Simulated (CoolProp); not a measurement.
The numbers come from the reference Helmholtz-energy equation of state, Lemmon 2006 in CoolProp. It is a short technical equation, of lower accuracy than the large ones.

**Question.** Give the vapour pressure (MPa), liquid density (kg/m³), vapour density (kg/m³), surface tension (mN/m) of saturated hydrogen sulfide at -21.45 °C.

**Answer.** 
```tsv
T (°C)	p (MPa)	liquid density (kg/m³)	vapour density (kg/m³)	surface tension (mN/m)
-21.45	0.520	877	9.12	20.3
```

Surface tension comes from a separate correlation (Mulero 2012).
